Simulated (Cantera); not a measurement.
Input: 1 mol CaF2, 0.83 mol O2, 4.7 mol N2, at 70.0 mbar.

These are equilibrium values from Cantera (NASA tables, ideal gas, pure condensed phases), not measurements of a reactor. Candidate condensed phases: Ca, CaF2, CaO; 22 gas species. The numbers say what is thermodynamically allowed, not how fast it happens. All values below are at 1077 °C.

Base state: N2 0.850, O2 0.150, NO 0.000475 (mole fractions); condensed: CaF2(s).

Problem. What changes in the equilibrium state with this change: 0.064 mol NH3 added?

Solution. 
```
species       before    after
------------  ------  -------
N2             0.850    0.842
O2             0.150    0.139
H2O                0   0.0160
HF                 0  0.00222
OH                 0  1.29e-5
CaF2(s), mol   1.000    0.994
CaO(s), mol        0  0.00623
```
Mutual solubility and eutectic melting of coexisting phases are not modelled. Further candidate phases: Ca(OH)2, H2O.

Problem. What changes in the equilibrium state with this change: 0.023 mol H2O added?

Solution. 
```json
[
 {"species": "N2", "before": "0.850", "after": "0.846"},
 {"species": "O2", "before": "0.150", "after": "0.149"},
 {"species": "H2O", "before": "0", "after": "0.00361"},
 {"species": "HF", "before": "0", "after": "0.00105"},
 {"species": "NO", "before": "0.000475", "after": "0.000473"},
 {"species": "CaF2(s), mol", "before": "1.000", "after": "0.997"},
 {"species": "CaO(s), mol", "before": "0", "after": "0.00293"}
]
```
Mutual solubility and eutectic melting of coexisting phases are not modelled. Further candidate phases: Ca(OH)2, H2O.
